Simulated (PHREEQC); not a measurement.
A PHREEQC input (ion-association model, phreeqc.dat):

```
SOLUTION 1
  temp 25
  units mg/L
  pH 5.88
  pe 12.1
  Na 2.95
  K 0.351
  Ca 3.65
  Mg 1.76
  Cl 4.14
  S(6) 2.12 as SO4
  C(4) 7.5 as HCO3
  Alkalinity 18.8 as HCO3
  Li 0.0565
  B 0.0277
  Cu(2) 0.0144
  Zn 0.0223
  Sr 0.00661
END
USE solution 1
EQUILIBRIUM_PHASES 1
  CO2(g) -2 10
END
```

It stops with these messages:

```
WARNING: Maximum iterations exceeded, 100
WARNING: Maximum iterations exceeded, 100
WARNING: The program has failed to converge to a numerical solution.
ERROR:                 H(1) has not converged. Total: 3.081130e-04	Calculated: 5.707795e-01	Residual: -5.704714e-01
ERROR: Is non-carbonate alkalinity greater than total alkalinity?
ERROR:                    B has not converged. Total: 2.562548e-06	Calculated: 2.347750e-06	Residual: 2.147986e-07
ERROR:                 C(4) has not converged. Total: 1.229174e-04	Calculated: 3.007082e-05	Residual: 9.284660e-05
ERROR:                   Ca has not converged. Total: 9.107163e-05	Calculated: 5.121712e-05	Residual: 3.985452e-05
ERROR:                   Cl has not converged. Total: 1.167792e-04	Calculated: 1.037793e-04	Residual: 1.299987e-05
ERROR:                    K has not converged. Total: 8.976895e-06	Calculated: 7.951056e-06	Residual: 1.025838e-06
ERROR:                   Li has not converged. Total: 8.142721e-06	Calculated: 7.444464e-06	Residual: 6.982565e-07
ERROR:                   Na has not converged. Total: 1.283231e-04	Calculated: 1.176589e-04	Residual: 1.066418e-05
ERROR:                 S(6) has not converged. Total: 2.206953e-05	Calculated: 4.775872e-06	Residual: 1.729366e-05
ERROR:                   Sr has not converged. Total: 7.544252e-08	Calculated: 4.263704e-08	Residual: 3.280548e-08
ERROR:               A(H2O) Activity of water has not converged. 	Residual: 3.264381e+01
ERROR: Model failed to converge for initial solution  1.
```

Q: What went wrong, and how is it mended?

A: The fault: total carbon typed beside alkalinity, so pH is recomputed from the two. The line should read `Alkalinity 18.8` where the input has `C(4) 7.5 as HCO3 / Alkalinity 18.8`. With the mend the run ends at pH 6.30 and ionic strength 0.000655 mol/kgw.
